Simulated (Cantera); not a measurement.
Input (Python, Cantera) and output of one run.

```python
import numpy as np
import cantera as ct

gas_names = """
    F H Ca HF
""".split()
cond_names = """
    Ca(a) Ca(b) Ca(L) CaF2(a) CaF2(b) CaF2(L)
""".split()


def load(file, names, dense=False):
    # The tables refer to 1 bar. Condensed volumes are neglected.
    table = {s.name: s for s in ct.Species.list_from_file(file)}
    out = []
    for n in names:
        d = dict(table[n].input_data)
        d["thermo"] = dict(d["thermo"], **{"reference-pressure": 1e5})
        if dense:
            d["equation-of-state"] = {"model": "constant-volume", "density": "1e6 g/cm^3"}
        out.append(ct.Species.from_dict(d))
    return out


species = {s.name: s for s in load("nasa_gas.yaml", gas_names) + load("nasa_condensed.yaml", cond_names)}
# Each term lists the table entries of one substance; the one whose range holds T is used.
reactions = {
    '2 F(g) + Ca = CaF2':
        [(-2, ['F']), (-1, ['Ca(a)', 'Ca(b)', 'Ca(L)']), (1, ['CaF2(a)', 'CaF2(b)', 'CaF2(L)'])],
    'CaF2 + 2 H(g) = Ca(g) + 2 HF(g)':
        [(-1, ['CaF2(a)', 'CaF2(b)', 'CaF2(L)']), (-2, ['H']), (1, ['Ca']), (2, ['HF'])],
}


def pick(names, T):
    return next(species[n] for n in names if species[n].thermo.min_temp <= T <= species[n].thermo.max_temp)


results = []
for label, terms in reactions.items():
    print(label)
    print("     T/K   dH/kJ  dS/(J/K)   dG/kJ   log10 K")
    for T in [300, 1173, 1223, 1273, 1323, 1373, 1423]:
        used = [(nu, pick(names, T)) for nu, names in terms]
        dH = sum(nu * s.thermo.h(T) for nu, s in used) / 1e6
        dS = sum(nu * s.thermo.s(T) for nu, s in used) / 1e3
        dG = dH - T * dS / 1e3
        logK = -dG * 1e6 / (ct.gas_constant * T * np.log(10))
        results.append((label, T, dH, dS, dG, logK, [s.name for _, s in used]))
        print(f"{T:8g} {dH:8.1f} {dS:8.1f} {dG:8.1f} {logK:8.2f}")
```

Output:

```
2 F(g) + Ca = CaF2
     T/K   dH/kJ  dS/(J/K)   dG/kJ   log10 K
     300  -1384.7   -291.5  -1297.2   225.87
    1173  -1386.8   -291.8  -1044.5    46.51
    1223  -1386.0   -291.1  -1030.0    43.99
    1273  -1385.1   -290.4  -1015.4    41.67
    1323  -1384.1   -289.6  -1000.9    39.52
    1373  -1383.0   -288.8   -986.5    37.53
    1423  -1381.8   -288.0   -972.1    35.68
CaF2 + 2 H(g) = Ca(g) + 2 HF(g)
     T/K   dH/kJ  dS/(J/K)   dG/kJ   log10 K
     300    422.5    204.2    361.3   -62.90
    1173    384.0    147.2    211.3    -9.41
    1223    381.2    144.9    204.0    -8.71
    1273    378.4    142.7    196.8    -8.07
    1323    375.5    140.4    189.7    -7.49
    1373    372.5    138.2    182.7    -6.95
    1423    369.5    136.1    175.9    -6.46
```

Cantera with NASA thermochemical tables; ideal gases at 1 bar, condensed phases pure. Condensed species are held in their standard states even where they would react or evaporate.
